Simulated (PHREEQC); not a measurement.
A solution holds 30 mmol/kgw MgSO4 and 120 mmol/kgw Na2SO4, at 25 °C. Closed to the air; pH follows from the charge balance.

Computed with PHREEQC (ion-association model, phreeqc.dat).

Each row changes one thing in this solution. No solid was allowed to form.

| case | ionic strength (mol/kgw) | SO4-2 (mol/kgw) | HSO4- (mol/kgw) |
|---|---|---|---|
| as made | 0.352 | 0.105 | 2.76e-7 |
| MgSO4 left out | 0.309 | (withheld) | 1.82e-7 |
| Na2SO4 left out | 0.0688 | 0.0172 | 1.32e-7 |
| MgSO4 from 0.03 to 0.15 mol/kgw | 0.514 | 0.143 | 5.23e-7 |
| Na2SO4 from 0.12 to 0.24 mol/kgw | 0.616 | 0.178 | (withheld) |
| diluted 2-fold with water | 0.187 | (withheld) | 1.87e-7 |

### Question
Complete the blanks.

### Answer

- MgSO4 left out, SO4-2 (mol/kgw): 0.0945
- Na2SO4 from 0.12 to 0.24 mol/kgw, HSO4- (mol/kgw): 3.24e-7
- diluted 2-fold with water, SO4-2 (mol/kgw): 0.0570

Species that the database lacks are ignored.
